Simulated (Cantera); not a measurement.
## Aluminium and copper etching: Al + HCl + N2

Input: 1 mol Al, 4.4 mol HCl, 38 mol N2, at 1.00 bar.

Method: chemical equilibrium by Gibbs-energy minimisation in Cantera with the NASA 1993 tables (ideal gas, pure condensed phases). Candidate condensed phases: Al, AlCl3, AlN, NH4Cl; 20 gas species. Equilibrium is a limit: real reactors are often held back by kinetics, nucleation or transport.

| T (K) | x N2 | x H2 | x HCl | x AlCl3 | x Al2Cl6 | x NH3 | x AlCl2 |
|---|---|---|---|---|---|---|---|
| 523 | 0.918 | 0.0345 | 0.0338 | 0.000482 | 0.0118 | 0.00115 | <1e-12 |
| 573 | 0.917 | 0.0356 | 0.0338 | 0.00161 | 0.0113 | 0.000434 | <1e-12 |
| 623 | 0.916 | 0.0359 | 0.0338 | 0.00421 | 0.00995 | 0.000185 | <1e-12 |
| 673 | 0.914 | 0.0359 | 0.0337 | 0.00878 | 0.00764 | 8.77e-5 | <1e-12 |
| 723 | 0.911 | 0.0359 | 0.0336 | 0.0145 | 0.00473 | 4.56e-5 | 3.37e-12 |
| 773 | 0.909 | 0.0358 | 0.0335 | 0.0193 | 0.00232 | 2.56e-5 | 4.23e-11 |
| 823 | 0.908 | 0.0358 | 0.0334 | 0.0219 | 0.000978 | 1.54e-5 | 3.44e-10 |
| 873 | 0.907 | 0.0358 | 0.0334 | 0.0231 | 0.000404 | 9.79e-6 | 2.05e-9 |
| 923 | 0.907 | 0.0358 | 0.0334 | 0.0235 | 0.000176 | 6.51e-6 | 9.83e-9 |
| 973 | 0.907 | 0.0358 | 0.0334 | 0.0237 | 8.21e-5 | 4.51e-6 | 3.96e-8 |
x: gas mole fraction; nothing condenses.

From 523 K to 973 K nothing is condensed. The main Al-bearing gas is Al2Cl6 at 523 K and AlCl3 at 973 K.
